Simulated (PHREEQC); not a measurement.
Make-up at 25 °C and 10 atm: 12 mmol/kgw ZnSO4, 0.036 mmol/kgw Na2SO4 and 1.4 mmol/kgw HCl. Closed to the air; pH follows from the charge balance.

All values are PHREEQC results (ion-association model, phreeqc.dat), not measurements.

Each row changes one thing in this solution. This is a speciation only: nothing precipitates in the calculation.

| case | pH | ionic strength (mol/kgw) | SO4-2 (mol/kgw) | HSO4- (mol/kgw) |
|---|---|---|---|---|
| as made | 3.06 | 0.0329 | 0.00747 | 0.000388 |
| ZnSO4 left out | (withheld) | 0.00150 | 3.23e-5 | 3.67e-6 |
| HCl from 0.0014 to 0.0021 mol/kgw | 2.88 | 0.0335 | 0.00736 | 0.000574 |
| Na2SO4 from 3.6e-05 to 5.4e-05 mol/kgw | 3.06 | 0.0330 | 0.00748 | 0.000389 |
| Na2SO4 left out | 3.06 | 0.0329 | 0.00745 | 0.000387 |
| ZnSO4 from 0.012 to 0.018 mol/kgw | 3.10 | 0.0461 | 0.0104 | 0.000462 |
| ZnSO4 from 0.012 to 0.0012 mol/kgw | (withheld) | 0.00558 | 0.00101 | 9.34e-5 |
| HCl from 0.0014 to 0.00126 mol/kgw | 3.10 | 0.0328 | 0.00749 | 0.000350 |

Fill in the missing entries.


- ZnSO4 left out, pH: 2.87
- ZnSO4 from 0.012 to 0.0012 mol/kgw, pH: 2.92
